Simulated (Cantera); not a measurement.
Input (Python, Cantera) and output of one run.

```python
import numpy as np
import cantera as ct

gas_names = """
    H HO2 H2 H2O H2O2 H2S H2SO4 Mg MgH MgO MgOH MgO2H2 MgS Mg2 O OH O2 O3 S SH SO SO2 SO3 S2 S2O S8
""".split()
cond_names = """
    H2O(s) H2O(L) H2SO4(L) Mg(cr) Mg(L) MgO(s) MgO(L) MgO2H2(s) MgS(s) MgSO4(s) MgSO4(L) S(cr1) S(cr2)
    S(L)
""".split()


def load(file, names, dense=False):
    # The tables refer to 1 bar. Condensed volumes are neglected.
    table = {s.name: s for s in ct.Species.list_from_file(file)}
    out = []
    for n in names:
        d = dict(table[n].input_data)
        d["thermo"] = dict(d["thermo"], **{"reference-pressure": 1e5})
        if dense:
            d["equation-of-state"] = {"model": "constant-volume", "density": "1e6 g/cm^3"}
        out.append(ct.Species.from_dict(d))
    return out


gas = ct.Solution(thermo="ideal-gas", species=load("nasa_gas.yaml", gas_names))
cond = {s.name: ct.Solution(thermo="fixed-stoichiometry", species=[s], name=s.name)
        for s in load("nasa_condensed.yaml", cond_names, dense=True)}
atoms = {
    'MgSO4': {'Mg': 1, 'S': 1, 'O': 4},
    'H2O': {'H': 2, 'O': 1},
    'O2': {'O': 2},
}
top_T = {'MgS(s)': 2250}  # K; cautious upper limits of use, not melting points


def equilibrate(T, P, feed):
    n = {}
    for name, mol in feed.items():
        for a, k in atoms[name].items():
            n[a] = n.get(a, 0.0) + k * mol
    gas.TPX = T, P, n
    mass = sum(n.values()) * gas.mean_molecular_weight
    gas.equilibrate("TP")
    valid = [c for c in cond.values() if c.min_temp <= T <= top_T.get(c.name, c.max_temp)]
    mix = ct.Mixture([(gas, mass / gas.mean_molecular_weight)] + [(c, 0.0) for c in valid])
    mix.T, mix.P = T, P
    mix.equilibrate("TP", solver="vcs", rtol=1e-11, max_steps=5000)
    return mix


results = []
feed = {'MgSO4': 1, 'H2O': 0.068, 'O2': 0.15}  # mol
T = 1523.15  # K
P = 100000  # Pa
mix = equilibrate(T, P, feed)
results.append((T, P, feed, dict(zip(mix.species_names, mix.species_moles))))
x = sorted(zip(gas.X, gas.species_names), reverse=True)
print(f"T = {T:g} K  P = {P:g} Pa  gas = {mix.phase_moles(0):.4g} mol")
print("   x: " + "  ".join(f"{s} {v:.3e}" for v, s in x if v > 1e-06))
print("   condensed (mol): " + ("  ".join(f"{mix.phase(i).name} {mix.phase_moles(i):.4g}"
      for i in range(1, mix.n_phases) if mix.phase_moles(i) > 1e-12) or "none"))
```

It prints:

```
T = 1523.15 K  P = 100000 Pa  gas = 1.708 mol
   x: SO2 5.738e-01  O2 3.747e-01  H2O 3.978e-02  SO3 1.168e-02  OH 6.954e-05  O 3.383e-06
   condensed (mol): MgO(s) 1
```

Cantera equilibrium calculation (NASA polynomials, part measured and part estimated; ideal gas, pure solids and liquids).
